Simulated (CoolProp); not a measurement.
Vapour-liquid equilibrium of n-heptane (1) + toluene (2) at 313.6 K; x and y are mole fractions of (1).

Model: multi-fluid Helmholtz-energy mixture model, Span 2003 and Lemmon 2006; pair parameters Bell 2016, in CoolProp.

| x | bubble pressure, mixture model (kPa) | bubble pressure, Raoult's law (kPa) | y, mixture model | y, Raoult's law |
|---|---|---|---|---|
| 0.05 | 8.611 | 8.283 | (withheld) | 0.076 |
| 0.2 | 9.867 | 8.960 | 0.331 | 0.281 |
| 0.35 | (withheld) | 9.638 | 0.480 | 0.457 |
| 0.5 | 11.37 | 10.32 | (withheld) | 0.609 |
| 0.65 | (withheld) | 10.99 | 0.714 | 0.743 |
| 0.8 | (withheld) | 11.67 | (withheld) | 0.862 |
| 0.95 | (withheld) | 12.35 | (withheld) | 0.967 |

Q: Some entries are withheld; supply them.

A: 
- 0.05, y, mixture model: 0.109
- 0.35, bubble pressure, mixture model (kPa): 10.73
- 0.5, y, mixture model: 0.601
- 0.65, bubble pressure, mixture model (kPa): 11.86
- 0.8, bubble pressure, mixture model (kPa): 12.23
- 0.8, y, mixture model: 0.830
- 0.95, bubble pressure, mixture model (kPa): 12.50
- 0.95, y, mixture model: 0.956

The largest gap from Raoult's law is +11.3 % in bubble pressure, at x = 0.35. No azeotrope shows between x = 0.05 and 0.95.

Pair parameters are fitted to limited data, so mixtures are less certain than the pure fluids.
